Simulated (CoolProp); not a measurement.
Vapour-liquid equilibrium of R13 (1) + propylene (2) at 239.3 K; x and y are mole fractions of (1).

Values from CoolProp's multi-fluid Helmholtz-energy mixture model, Platzer 1990 and Lemmon 2013; pair parameters Bell 2016. This equation is an older, rougher fit; its heat capacities, sound speeds and derivatives of the liquid may be far off and weren't checked against measurements.

Problem. Give the bubble pressure and the first vapour's composition at x = 0.05, 0.45, 0.85. Is there an azeotrope?

Solution. x = 0.05: 0.2361 MPa, y = 0.254; x = 0.45: 0.5157 MPa, y = 0.754; x = 0.85: 0.6834 MPa, y = 0.924. No azeotrope shows between x = 0.05 and 0.95.

The pair parameters rest on a limited set of measurements; away from them the model extrapolates.
